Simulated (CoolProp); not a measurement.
Vapour-liquid equilibrium of R227EA (1) + isobutene (2) at -58.45 °C; x and y are mole fractions of (1).

Values from CoolProp's multi-fluid Helmholtz-energy mixture model, Lemmon 2016 and Lemmon 2005; pair parameters Bell 2016.

```
x      bubble pressure (MPa)  y at the bubble point  dew pressure at overall composition x (MPa)  liquid density (mol/L)
-----  ---------------------  ---------------------  -------------------------------------------  ----------------------
0.05                0.009898                  0.262                                     0.007990                       …
0.125                0.01185                  0.416                                     0.008582                   11.77
0.2                        …                  0.483                                     0.009260                       …
0.275                0.01329                  0.516                                      0.01004                   11.36
0.35                 0.01351                  0.535                                      0.01095                   11.16
0.425                0.01362                  0.548                                      0.01198                   10.98
0.5                  0.01368                  0.560                                      0.01308                       …
0.575                0.01371                  0.574                                      0.01371                       …
0.65                 0.01367                  0.595                                            …                   10.49
0.725                0.01353                  0.627                                      0.01279                   10.35
0.8                  0.01320                  0.675                                            …                   10.21
0.875                0.01258                  0.750                                      0.01153                   10.09
0.95                 0.01155                  0.872                                      0.01094                       …
```

### Question
Fill in the missing entries.

### Answer

- 0.05, liquid density (mol/L): 12.00
- 0.2, bubble pressure (MPa): 0.01283
- 0.2, liquid density (mol/L): 11.56
- 0.5, liquid density (mol/L): 10.81
- 0.575, liquid density (mol/L): 10.65
- 0.65, dew pressure at overall composition x (MPa): 0.01338
- 0.8, dew pressure at overall composition x (MPa): 0.01216
- 0.95, liquid density (mol/L): 9.964

y crosses x between x = 0.5 and 0.575: the model has an azeotrope there.

The pair parameters rest on a limited set of measurements; away from them the model extrapolates. With so large a gap from Raoult's law the liquid may split in two, which this calculation doesn't test in full.
